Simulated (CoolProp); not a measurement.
Vapour-liquid equilibrium of R143a (1) + dimethyl ether (2) at 44.3 kPa; x and y are mole fractions of (1).

The numbers come from the multi-fluid Helmholtz-energy mixture model, Lemmon and Jacobsen 2000 and Wu 2011; pair parameters Bell 2016 in CoolProp.

| x | bubble temperature, mixture model (°C) | bubble temperature, Raoult's law (°C) | y, mixture model | y, Raoult's law |
|---|---|---|---|---|
| 0.05 | -44.5 | -44.0 | 0.153 | 0.133 |
| 0.15 | -48.2 | -47.2 | 0.374 | 0.344 |
| 0.25 | -51.2 | -49.9 | 0.525 | 0.503 |
| 0.35 | -53.6 | -52.3 | 0.635 | 0.624 |
| 0.45 | -55.6 | -54.5 | 0.720 | 0.720 |
| 0.55 | -57.3 | -56.5 | 0.788 | 0.795 |
| 0.65 | -58.9 | -58.2 | 0.845 | 0.857 |
| 0.75 | -60.2 | -59.8 | 0.895 | 0.907 |
| 0.85 | -61.5 | -61.3 | 0.939 | 0.949 |
| 0.95 | -62.7 | -62.6 | 0.980 | 0.984 |

The largest gap from Raoult's law is -1.3 K in bubble temperature, at x = 0.25. No azeotrope shows between x = 0.05 and 0.95.

The pair parameters rest on a limited set of measurements; away from them the model extrapolates.
